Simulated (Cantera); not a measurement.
# Carbon deposition, reforming and gasification: C₃H₈ + NH₃ + N₂

Charge: 1 mol C₃H₈, 0.023 mol NH₃, 1.5 mol N₂, at 31.0 bar.

These are equilibrium values from Cantera (NASA tables, ideal gas, pure condensed phases), not measurements of a reactor. Candidate condensed phases: C, C₆H₆, C₇H₈, C₈H₁₈; 92 gas species. The ideal-gas law is rough above about 30 bar. Equilibrium is a limit: real reactors are often held back by kinetics, nucleation or transport.

```json
[
 {"T (K)": "925", "log p H₂": "0.86", "log p CH₄": "1.08", "log p N₂": "1.07", "log p HCN": "-4.88", "n C(graphite)": "1.46"},
 {"T (K)": "1075", "log p H₂": "1.11", "log p CH₄": "0.88", "log p N₂": "1.02", "log p HCN": "-3.73", "n C(graphite)": "1.92"},
 {"T (K)": "1225", "log p H₂": "1.24", "log p CH₄": "0.60", "log p N₂": "0.98", "log p HCN": "-2.90", "n C(graphite)": "2.37"},
 {"T (K)": "1375", "log p H₂": "1.30", "log p CH₄": "0.30", "log p N₂": "0.95", "log p HCN": "-2.27", "n C(graphite)": "2.66"},
 {"T (K)": "1525", "log p H₂": "1.33", "log p CH₄": "0.01", "log p N₂": "0.94", "log p HCN": "-1.77", "n C(graphite)": "2.82"},
 {"T (K)": "1675", "log p H₂": "1.34", "log p CH₄": "-0.24", "log p N₂": "0.93", "log p HCN": "-1.36", "n C(graphite)": "2.89"},
 {"T (K)": "1825", "log p H₂": "1.34", "log p CH₄": "-0.46", "log p N₂": "0.93", "log p HCN": "-1.02", "n C(graphite)": "2.92"},
 {"T (K)": "1975", "log p H₂": "1.35", "log p CH₄": "-0.65", "log p N₂": "0.92", "log p HCN": "-0.74", "n C(graphite)": "2.92"},
 {"T (K)": "2125", "log p H₂": "1.34", "log p CH₄": "-0.82", "log p N₂": "0.92", "log p HCN": "-0.50", "n C(graphite)": "2.90"},
 {"T (K)": "2275", "log p H₂": "1.34", "log p CH₄": "-0.96", "log p N₂": "0.91", "log p HCN": "-0.29", "n C(graphite)": "2.85"},
 {"T (K)": "2425", "log p H₂": "1.34", "log p CH₄": "-1.09", "log p N₂": "0.90", "log p HCN": "-0.11", "n C(graphite)": "2.77"}
]
```
log p: log10 of the partial pressure in bar; n: condensed amount in mol.

From 925 K to 2425 K the condensed part is C(graphite). The main C-bearing gas is CH₄ at 925 K and HCN at 2425 K.
